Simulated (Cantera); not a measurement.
An isothermal, constant-pressure homogeneous reactor starts with H2 : O2 = 0.036 : 1 (molar parts), equivalence ratio 0.018, at 1148 K and 0.00395 atm.

Cantera simulation using the H2/O2 subset of GRI-Mech 3.0, which has no nitrogen chemistry; the numbers are that mechanism's predictions, not measurements. Radical loss at walls, strong at low pressure, is not modelled. The temperature is held fixed by assumption; the heat of reaction is taken as removed at once.

One state of this run: x H2 = 2.21e-6; x O2 = 0.964; x H = 1.56e-6; x H2O = 0.0353; x OH = 0.000151. x: mole fraction; the columns are a selection and need not sum to one.

Question: Which value of t (s) does it belong to?
(A) 10.2
(B) 0.00591
(C) 0.00133
(D) 0.116

Answer: A, 10.2
